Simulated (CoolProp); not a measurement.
Vapour-liquid equilibrium of propylene (1) + 1-butene (2) at 0.137 bar; x and y are mole fractions of (1).

Computed with CoolProp (multi-fluid Helmholtz-energy mixture model, Lemmon 2013 and Lemmon 2005; pair parameters Bell 2016).

| x | bubble temperature (°C) | y at the bubble point | dew temperature at overall composition x (°C) | liquid density (mol/L) |
|---|---|---|---|---|
| 0.05 | -53.2 | 0.284 | ? | 12.18 |
| 0.125 | ? | 0.537 | -50.3 | 12.47 |
| 0.2 | -63.3 | 0.684 | -51.6 | 12.74 |
| 0.275 | -66.8 | 0.776 | -53.0 | 13.00 |
| 0.35 | -69.7 | 0.837 | -54.5 | 13.25 |
| 0.425 | -72.2 | 0.879 | -56.1 | 13.50 |
| 0.5 | ? | 0.911 | -57.9 | ? |
| 0.575 | -76.2 | 0.934 | -59.9 | 14.01 |
| 0.65 | -77.8 | 0.952 | -62.1 | 14.27 |
| 0.725 | -79.3 | 0.967 | -64.8 | 14.53 |
| 0.8 | -80.6 | 0.978 | -67.9 | 14.79 |
| 0.875 | -81.8 | 0.988 | -71.9 | 15.06 |
| 0.95 | -83.0 | 0.995 | -77.6 | 15.33 |

Question: Some entries are withheld; supply them.

Answer: 
- 0.05, dew temperature at overall composition x (°C): -49.1
- 0.125, bubble temperature (°C): -58.9
- 0.5, bubble temperature (°C): -74.3
- 0.5, liquid density (mol/L): 13.76

No azeotrope shows between x = 0.05 and 0.95.

Pair parameters are fitted to limited data, so mixtures are less certain than the pure fluids.
